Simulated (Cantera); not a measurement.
A closed system holds: 1 mol (CH3)2SiCl2, 0.019 mol C2H4, 9.4 mol H2, equilibrated at 2648 K and 750 Torr.

Method: chemical equilibrium by Gibbs-energy minimisation in Cantera with the NASA 1993 tables (ideal gas, pure condensed phases). Candidate condensed phases: C, C6H6, C7H8, C8H18, Si, SiC; 109 gas species. The feed counts by its element totals alone. The tables' values for SiCl, SiCl3 are old estimates; treat these amounts as uncertain. Gases not in the tables: Si2H6 and higher silanes. Equilibrium is a limit: real reactors are often held back by kinetics, nucleation or transport.

Base state: H2 0.798, HCl 0.122, H 0.0415, C2H2 (acetylene) 0.0155, SiCl2 0.00811, Si 0.00449, Cl 0.00442, SiC2 0.00174 (mole fractions); condensed: C(graphite) + SiC(s).

Q: What changes in the equilibrium state with this change: temperature from 2648 K to 900 K?

A: 
| species | before | after |
|---|---|---|
| H2 | 0.798 | 0.809 |
| CH4 | 7.64e-5 | 0.128 |
| SiCl4 | 1.45e-7 | 0.0345 |
| HCl | 0.122 | 0.0262 |
| H | 0.0415 | <1e-9 |
| C2H2 (acetylene) | 0.0155 | <1e-9 |
| Si | 0.00449 | <1e-9 |
| Cl | 0.00442 | <1e-9 |
| C(graphite), mol | 0.800 | 0 |
| SiC(s), mol | 0.732 | 0.567 |
The tables' values for SiCl3 are old estimates; treat these amounts as uncertain.

Q: What changes in the equilibrium state with this change: pressure from 750 Torr to 105 Torr?

A: 
```tsv
species	before	after
H2	0.798	0.705
HCl	0.122	0.105
H	0.0415	0.104
Si	0.00449	0.0299
SiC2	0.00174	0.0116
Cl	0.00442	0.0109
C2H2 (acetylene)	0.0155	0.0137
CH4	7.64e-5	8.35e-6
C3	4.35e-6	3.11e-5
SiC	4.17e-6	2.78e-5
Si2C	0.000917	0.00572
Si2	4.89e-5	0.000305
C(graphite), mol	0.800	1.17
SiC(s), mol	0.732	0
```
